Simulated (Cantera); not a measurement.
What does this Cantera script print?

```python
import numpy as np
import cantera as ct

surf = ct.Interface("ptcombust.yaml", "Pt_surf")
gas = surf.adjacent["gas"]
gas.TPX = 1150, 150000, {'CH4': 0.0025, 'O2': 0.16, 'N2': 0.79}
surf.TP = 1150, 150000
reactor = ct.FlowReactor(gas, clone=False)
reactor.area = 0.0001  # m2
reactor.surface_area_to_volume_ratio = 1100  # 1/m
reactor.mass_flow_rate = 0.07 * reactor.area * gas.density  # inlet velocity 0.07 m/s
reactor.energy_enabled = False
wall = ct.ReactorSurface(surf, reactor, clone=False)
net = ct.ReactorNet([reactor])
net.rtol, net.atol = 1e-8, 1e-16
show, cover = ['CH4', 'O2', 'H2O', 'CO2', 'CO'], ['PT(S)', 'H(S)', 'O(S)', 'OH(S)', 'CO(S)', 'C(S)']

rows = []
print(f"{'z/m':>9s}{'u/(m/s)':>9s}" + "".join(f"{s:>13s}" for s in show + cover))
for z in [0.00015, 0.00026, 0.00046, 0.00082, 0.0015, 0.0026, 0.0046, 0.0082, 0.015]:
    net.advance(z)
    rows.append([reactor.speed, *gas[show].X, *surf[cover].coverages])
    print(f"{z:9.4g}{rows[-1][0]:9.3g}" + "".join(f"{x:13.4e}" for x in rows[-1][1:]))
```

Output:

```
      z/m  u/(m/s)          CH4           O2          H2O          CO2           CO        PT(S)         H(S)         O(S)        OH(S)        CO(S)         C(S)
  0.00015     0.07   1.6251e-03   1.6600e-01   1.9783e-03   9.8211e-04   1.5028e-06   3.0393e-01   5.9058e-07   6.9535e-01   7.1737e-04   1.5950e-06   1.9266e-08
  0.00026     0.07   1.1372e-03   1.6504e-01   2.9382e-03   1.4574e-03   1.0801e-06   3.0412e-01   7.1737e-07   6.9501e-01   8.7063e-04   1.1226e-06   1.3507e-08
  0.00046     0.07   5.9040e-04   1.6397e-01   4.0149e-03   1.9899e-03   6.1399e-07   3.0435e-01   8.3762e-07   6.9463e-01   1.0154e-03   5.9239e-07   7.0287e-09
  0.00082     0.07   1.7973e-04   1.6315e-01   4.8335e-03   2.3982e-03   2.4960e-07   3.0453e-01   9.1898e-07   6.9435e-01   1.1131e-03   1.9044e-07   2.1435e-09
   0.0015     0.07   1.8813e-05   1.6281e-01   5.1729e-03   2.5740e-03   6.1697e-08   3.0461e-01   9.5079e-07   6.9423e-01   1.1512e-03   2.5511e-08   2.2454e-10
   0.0026     0.07   4.8622e-07   1.6276e-01   5.2255e-03   2.6047e-03   1.1828e-08   3.0462e-01   9.5564e-07   6.9422e-01   1.1570e-03   2.2599e-09   5.8039e-12
   0.0046     0.07   7.1204e-10   1.6275e-01   5.2345e-03   2.6109e-03   3.3766e-09   3.0463e-01   9.5649e-07   6.9421e-01   1.1580e-03   5.2870e-10   8.4999e-15
   0.0082     0.07   1.4583e-11   1.6274e-01   5.2402e-03   2.6156e-03   2.0566e-09   3.0463e-01   9.5702e-07   6.9421e-01   1.1586e-03   3.2167e-10   1.7421e-16
    0.015     0.07   3.1521e-12   1.6274e-01   5.2452e-03   2.6202e-03   8.4278e-10   3.0463e-01   9.5749e-07   6.9421e-01   1.1591e-03   1.3181e-10   3.7673e-17
```

Computed with Cantera and Deutschmann's 1995 Pt surface mechanism with GRI-Mech 3.0 gas chemistry. Catalytic surfaces can have several steady states; this one follows from the mechanism file's or the stated starting coverage. Mass transfer to the wall is taken as infinitely fast.
